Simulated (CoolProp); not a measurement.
Properties of tetradecamethylhexasiloxane (MD4M) along the isobar 101 kPa (Tc = 380.0 °C, pc = 828.6 kPa, ω = 0.800).

Values from CoolProp's reference Helmholtz-energy equation of state, Thol 2019.

| T (°C) | phase | Z | cv (kJ/(kg K)) | speed of sound (m/s) | Joule-Thomson coefficient (K/MPa) | expansivity (1/kK) |
|---|---|---|---|---|---|---|
| 269.55 | gas | 0.8885 | 1.931 | 88.35 | 24.92 | 2.887 |
| 277.35 | gas | 0.8954 | 1.946 | 89.72 | 23.36 | 2.766 |
| 285.05 | gas | 0.9017 | 1.960 | 91.01 | 21.96 | 2.660 |
| 292.75 | gas | 0.9075 | 1.975 | 92.26 | 20.68 | 2.563 |
| 300.45 | gas | 0.9128 | 1.989 | 93.45 | 19.53 | 2.475 |
| 308.25 | gas | 0.9179 | 2.003 | 94.62 | 18.45 | 2.394 |
| 315.95 | gas | 0.9225 | 2.017 | 95.73 | 17.48 | 2.320 |
| 323.65 | gas | 0.9267 | 2.031 | 96.81 | 16.58 | 2.252 |
| 331.35 | gas | 0.9307 | 2.044 | 97.86 | 15.75 | 2.189 |
| 339.15 | gas | 0.9344 | 2.058 | 98.90 | 14.98 | 2.130 |
| 346.85 | gas | 0.9379 | 2.071 | 99.89 | 14.27 | 2.076 |
